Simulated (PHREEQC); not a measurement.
**Polishing slurry liquid**

Make-up at 55 °C: 0.14 mol H2SO4 and 0.00022 mol KNO3 per kg of water. Closed to the air; pH follows from the charge balance.

Equilibrium calculation in PHREEQC: ion-association model, phreeqc.dat.

Each row changes one thing in this solution. Precipitation was switched off in this run.

```json
[
 {"case": "as made", "pH": "0.91", "ionic strength (mol/kgw)": "0.166", "K+ (mol/kgw)": "0.000211"},
 {"case": "temperature from 55 to 70 °C", "pH": "0.93", "ionic strength (mol/kgw)": "0.159", "K+ (mol/kgw)": "0.000212"},
 {"case": "H2SO4 left out", "pH": "6.57", "ionic strength (mol/kgw)": "0.000220", "K+ (mol/kgw)": "0.000220"},
 {"case": "diluted 2-fold with water", "pH": "1.18", "ionic strength (mol/kgw)": "0.0895", "K+ (mol/kgw)": "0.000106"},
 {"case": "diluted 10-fold with water", "pH": "1.79", "ionic strength (mol/kgw)": "0.0231", "K+ (mol/kgw)": "2.14e-5"},
 {"case": "H2SO4 from 0.14 to 0.07 mol/kgw", "pH": "1.18", "ionic strength (mol/kgw)": "0.0896", "K+ (mol/kgw)": "0.000212"},
 {"case": "H2SO4 from 0.14 to 0.154 mol/kgw", "pH": "0.88", "ionic strength (mol/kgw)": "0.181", "K+ (mol/kgw)": "0.000211"},
 {"case": "KNO3 from 0.00022 to 4.4e-05 mol/kgw", "pH": "0.91", "ionic strength (mol/kgw)": "0.166", "K+ (mol/kgw)": "4.22e-5"}
]
```

Away from 25 °C the constants follow the database's enthalpies or fits; those with neither stay at their 25 °C values.
